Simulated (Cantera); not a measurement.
Feed: 1 mol CaCO3, 0.31 mol O2, 0.063 mol H2O, equilibrated at 1177 °C and 1000 Pa.

Method: chemical equilibrium by Gibbs-energy minimisation in Cantera with the NASA 1993 tables (ideal gas, pure condensed phases). Candidate condensed phases: C, C6H6, C7H8, C8H18, Ca, CaCO3, CaO, Ca(OH)2, H2O; 115 gas species. Equilibrium is a limit: real reactors are often held back by kinetics, nucleation or transport.

Question: What is the equilibrium state?

Answer: 
```
Property                                    Value
--------------------------------------  ---------
x(CO2)                                      0.728
x(O2)                                       0.226
x(H2O)                                     0.0458
x(OH)                                    0.000109
x(CO)                                     3.45e-5
x(O)                                      9.54e-6
n(CaO(s))                                1.00 mol
gas amount                              1.373 mol
log10 activity of C(graphite) (absent)     -13.76
log10 activity of Ca(l) (absent)           -16.00
```
